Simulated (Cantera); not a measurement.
A Cantera script and what it prints.

```python
import numpy as np
import cantera as ct

gas_names = """
    O2 F2
""".split()
cond_names = """
    Cu(L) CuF2(L) Cu2O(L)
""".split()


# ... load() reads the species with a 1 bar reference pressure and builds the phases ...
species = {s.name: s for s in load("nasa_gas.yaml", gas_names) + load("nasa_condensed.yaml", cond_names)}
T = 1625
g = {n: (s.thermo.h(T) - T * s.thermo.s(T)) / (ct.gas_constant * T * np.log(10)) for n, s in species.items()}
valid = cond_names  # the entries whose range holds T


def stable(la, lb):
    # potentials (over RT ln 10) of the two non-metals from log10 p(O2) and log10 p(F2) in bar
    mu = {}
    mu["O"] = (g["O2"] + la) / 2
    mu["F"] = (g["F2"] + lb) / 2
    cost = {}
    for n in valid:
        c = species[n].composition
        cost[n] = (g[n] - sum(c.get(e, 0) * m for e, m in mu.items())) / c["Cu"]
    return min(cost, key=cost.get)


results = []
for lb in [1, 0.1, -0.8, -1.8, -2.7, -3.6, -4.5, -5.4, -6.3, -7.2, -8.2, -9.1, -10]:
    row = [stable(la, lb) for la in [-10, -9.5, -9, -8.4, -7.9, -7.4, -6.9, -6.3, -5.8, -5.3, -4.8, -4.2, -3.7, -3.2, -2.7, -2.1, -1.6, -1.1, -0.6, 0, 0.5, 1]]
    results.append(row)
    print(f"{lb:6.1f}  " + " ".join(f"{valid.index(n):x}" for n in row))
print("key: " + ", ".join(f"{i:x} {n}" for i, n in enumerate(valid)))
```

Result:

```
   1.0  1 1 1 1 1 1 1 1 1 1 1 1 1 1 1 1 1 1 1 1 1 1
   0.1  1 1 1 1 1 1 1 1 1 1 1 1 1 1 1 1 1 1 1 1 1 1
  -0.8  1 1 1 1 1 1 1 1 1 1 1 1 1 1 1 1 1 1 1 1 1 1
  -1.8  1 1 1 1 1 1 1 1 1 1 1 1 1 1 1 1 1 1 1 1 1 1
  -2.7  1 1 1 1 1 1 1 1 1 1 1 1 1 1 1 1 1 1 1 1 1 1
  -3.6  1 1 1 1 1 1 1 1 1 1 1 1 1 1 1 1 1 1 1 1 1 1
  -4.5  1 1 1 1 1 1 1 1 1 1 1 1 1 1 1 1 1 1 1 1 1 1
  -5.4  1 1 1 1 1 1 1 1 1 1 1 1 1 1 1 1 1 1 1 1 1 1
  -6.3  1 1 1 1 1 1 1 1 1 1 1 1 1 1 1 1 1 1 1 1 1 1
  -7.2  1 1 1 1 1 1 1 1 1 1 1 1 1 1 1 1 1 1 1 1 1 1
  -8.2  1 1 1 1 1 1 1 1 1 1 1 1 1 1 1 1 1 1 1 1 1 1
  -9.1  1 1 1 1 1 1 1 1 1 1 1 1 1 1 1 1 1 1 1 1 1 1
 -10.0  1 1 1 1 1 1 1 1 1 1 1 1 1 1 1 1 1 1 2 2 2 2
key: 0 Cu(L), 1 CuF2(L), 2 Cu2O(L)
```

Source: NASA polynomial tables (part measured, part estimated), evaluated in Cantera. Part of the grid cannot be reached: there another gas would pass 10 bar, or a non-metal would condense.
